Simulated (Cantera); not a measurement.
A Cantera script and its output.

```python
import numpy as np
import cantera as ct

gas = ct.Solution("gri30.yaml")
gas.TPX = 1423, 210000, {'CH4': 1, 'C2H6': 0.05, 'C3H8': 0.12, 'O2': 1.16, 'N2': 4.35}
reactor = ct.IdealGasConstPressureReactor(gas, energy="on", clone=False)
net = ct.ReactorNet([reactor])
net.rtol, net.atol = 1e-08, 1e-16
show = ['CH4', 'C2H6', 'C3H8', 'HCO', 'HO2', 'HCN']
times = np.geomspace(3e-06, 3, 12)

steps = ct.SolutionArray(gas, extra=["t"])
rows = []
print(f"{'t/s':>10s}{'T/K':>9s}{'P/Pa':>11s}" + "".join(f"{s:>11s}" for s in show))
for t in times:
    while net.time < t:
        t_next = net.step()
        steps.append(gas.state, t=t_next)
    rows.append([np.interp(t, steps.t, y) for y in (steps.T, steps.P, *steps(*show).X.T)])
    print(f"{t:10.3e}{rows[-1][0]:9.1f}{rows[-1][1]:11.4g}" + "".join(f"{x:11.3e}" for x in rows[-1][2:]))
rate = np.gradient(steps.T, steps.t)
print("integrator steps:", len(steps.t))
if steps.T.max() > steps.T[0] + 200:
    print(f"time of steepest temperature rise: {steps.t[rate.argmax()]:.4e} s")
gas.TPX = 1423, 210000, {'CH4': 1, 'C2H6': 0.05, 'C3H8': 0.12, 'O2': 1.16, 'N2': 4.35}
gas.equilibrate("HP")
print(f"equilibrium (HP): T = {gas.T:.1f} K  " + "  ".join(f"{s} {gas[s].X[0]:.3e}" for s in show))
```

It prints:

```
       t/s      T/K       P/Pa        CH4       C2H6       C3H8        HCO        HO2        HCN
 3.000e-06   1422.5    2.1e+05  1.497e-01  7.476e-03  1.790e-02  8.880e-11  1.896e-05  5.136e-17
 1.053e-05   1421.5    2.1e+05  1.495e-01  7.452e-03  1.769e-02  4.757e-09  5.269e-05  3.948e-15
 3.699e-05   1421.9    2.1e+05  1.486e-01  7.589e-03  1.670e-02  7.645e-08  5.141e-05  1.419e-13
 1.299e-04   1434.9    2.1e+05  1.441e-01  8.133e-03  1.268e-02  5.625e-07  9.707e-05  1.635e-12
 4.560e-04   2315.8    2.1e+05  2.544e-03  6.264e-07  1.712e-10  7.304e-07  9.736e-10  9.916e-05
 1.601e-03   2288.9    2.1e+05  5.905e-04  2.768e-08  1.436e-12  2.514e-07  3.652e-10  1.512e-04
 5.621e-03   2282.8    2.1e+05  2.398e-07  8.843e-15  8.256e-22  1.958e-07  3.446e-10  2.158e-05
 1.974e-02   2283.4    2.1e+05  7.760e-10  6.801e-20  1.363e-29  1.969e-07  3.505e-10  2.211e-06
 6.930e-02   2283.7    2.1e+05  7.106e-10  5.825e-20  1.111e-29  1.970e-07  3.518e-10  7.731e-07
 2.433e-01   2283.7    2.1e+05  7.065e-10  5.766e-20  1.097e-29  1.971e-07  3.519e-10  5.920e-07
 8.544e-01   2283.7    2.1e+05  7.065e-10  5.766e-20  1.097e-29  1.971e-07  3.519e-10  5.911e-07
 3.000e+00   2283.7    2.1e+05  7.065e-10  5.766e-20  1.097e-29  1.971e-07  3.519e-10  5.911e-07
integrator steps: 1991
time of steepest temperature rise: 3.1040e-04 s
equilibrium (HP): T = 2283.7 K  CH4 8.032e-10  C2H6 7.197e-20  C3H8 1.457e-29  HCO 1.971e-07  HO2 3.519e-10  HCN 5.912e-07
```

Model: GRI-Mech 3.0 (53 species, 325 reactions), integrated in Cantera.
